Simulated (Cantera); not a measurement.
A freely propagating, adiabatic, planar premixed flame of H2 : O2 : N2 : H2O = 1 : 0.633 : 1.65 : 0.91 (molar parts), equivalence ratio 0.79, unburnt at 375 K and 1430 Torr; mixture-averaged transport, grid criteria slope 0.08 and curve 0.16, no radiation.

Computed with Cantera and the H2/O2 subset of GRI-Mech 3.0, which has no nitrogen chemistry. Burning velocities carry a grid error of a few per cent, more on coarse grids.

x: mole fraction of selected species; z is measured from the peak of heat release.

| z (mm) | T (K) | u (m/s) | x H2 | x O2 | x H2O | x H2O2 | x OH | x H |
|---|---|---|---|---|---|---|---|---|
| -0.507 | 375 | 1.26 | 0.238 | 0.151 | 0.217 | <1e-8 | <1e-8 | <1e-8 |
| -0.338 | 375 | 1.26 | 0.235 | 0.152 | 0.218 | 6.26e-8 | <1e-8 | <1e-8 |
| -0.254 | 377 | 1.25 | 0.231 | 0.152 | 0.219 | 3.20e-7 | <1e-8 | <1e-8 |
| -0.169 | 388 | 1.27 | 0.216 | 0.155 | 0.225 | 5.05e-6 | <1e-8 | <1e-8 |
| -0.0845 | (withheld) | 1.70 | 0.164 | 0.156 | 0.256 | 0.000107 | 1.08e-5 | 2.65e-6 |
| -0.0423 | (withheld) | 2.66 | 0.119 | 0.140 | 0.308 | 0.000159 | 0.000450 | 0.000528 |
| 0 | (withheld) | 3.77 | 0.0735 | 0.108 | 0.376 | 4.70e-5 | 0.00182 | 0.00368 |
| 0.0423 | (withheld) | 4.52 | 0.0404 | 0.0770 | 0.429 | 7.25e-6 | 0.00504 | 0.00665 |
| 0.0845 | (withheld) | 4.95 | 0.0241 | 0.0598 | 0.457 | 4.28e-6 | 0.00814 | 0.00660 |
| 0.169 | 1799 | 5.36 | 0.0137 | 0.0485 | 0.478 | 2.40e-6 | 0.00988 | 0.00401 |
| 0.338 | 1906 | 5.65 | 0.00765 | 0.0438 | 0.492 | 1.34e-6 | 0.00849 | 0.00154 |
| 0.676 | 1968 | 5.82 | 0.00347 | 0.0417 | 0.501 | 7.48e-7 | 0.00607 | 0.000435 |
| 1.35 | 1996 | 5.89 | 0.00142 | 0.0411 | 0.505 | 4.30e-7 | 0.00407 | 0.000114 |

Q: Fill in the missing entries.

A: 
- -0.0845, T (K): 544
- -0.0423, T (K): 876
- 0, T (K): 1255
- 0.0423, T (K): 1509
- 0.0845, T (K): 1655
